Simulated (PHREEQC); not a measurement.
Make-up at 25 °C: 1.6 mmol/kgw NH4HF2, 0.036 mmol/kgw (NH4)2SiF6 and 180 mmol/kgw H3PO4. Closed to the air; pH follows from the charge balance.

All values are PHREEQC results (ion-association model, wateq4f.dat), not measurements.

```json
[
 {"quantity": "pH", "before": "1.51", "after": "1.61"},
 {"quantity": "ionic strength (mol/kgw)", "before": "0.0375", "after": "0.0300"},
 {"quantity": "H2PO4- (mol/kgw)", "before": "0.0374", "after": "0.0299"},
 {"quantity": "HF (mol/kgw)", "before": "0.00322", "after": "0.00336"},
 {"quantity": "F- (mol/kgw)", "before": "8.42e-5", "after": "4.19e-5"},
 {"quantity": "H2F2 (mol/kgw)", "before": "2.73e-5", "after": "4.18e-6"},
 {"quantity": "SI of Quartz (SiO2)", "before": "-0.58", "after": "-1.09"}
]
```

Task: Which change was made?
(A) temperature from 25 to 85 °C
(B) temperature from 25 to 5 °C
(C) (NH4)2SiF6 replaced by K2SiO3 at the same molality
(D) NH4HF2 from 0.0016 to 0.00176 mol/kgw
(E) temperature from 25 to 75 °C

Result: E, temperature from 25 to 75 °C

Precipitation was switched off in this run. H3PO4, which wateq4f.dat lacks, is added to it with the constant of phreeqc.dat. Away from 25 °C the constants follow the database's enthalpies or fits; those with neither stay at their 25 °C values. SiF6-2 is the database's only silicon fluoride.
